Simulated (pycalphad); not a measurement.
CALPHAD calculation (pycalphad, COST 507 light-alloy database (1999)), 1 atm. The database dates from 1999; later assessments differ in places, in temperatures and in the compounds included. Phase fractions are per mole of atoms. Kinetics are ignored, which matters at the lower temperatures.

Task: Give the equilibrium state of Ti-2.04Hf-4.72B (at.%) at 750 K.

Result: 
```
T = 750.00 K, P = 101325 Pa, N = 1 mol of atoms
G = -36940 J/mol, H = 4949 J/mol, S = 55.85 J/(mol K)  (SER reference)
chemical potentials (J/mol): Ti -29664, Hf -57295, B -171873
phase             fraction      x(Ti)      x(Hf)       x(B)
HCP_A3              0.9064     0.9772     0.0224   0.000419
BM                  0.0936     0.4992   0.000793     0.5000
```

Task: Give the equilibrium state of Ti-2.04Hf-4.72B (at.%) at 1650 K.

Result: BCC_A2, fraction 0.909, with 2.2 Hf, 0.20 B at.%; BM, fraction 0.091, with 0.20 Hf, 50.0 B at.%.

Database names, with the compositions (at.%) that they take in these runs: BM: Ti 50 B 50. BCC_A2 is bcc; HCP_A3 is hcp.
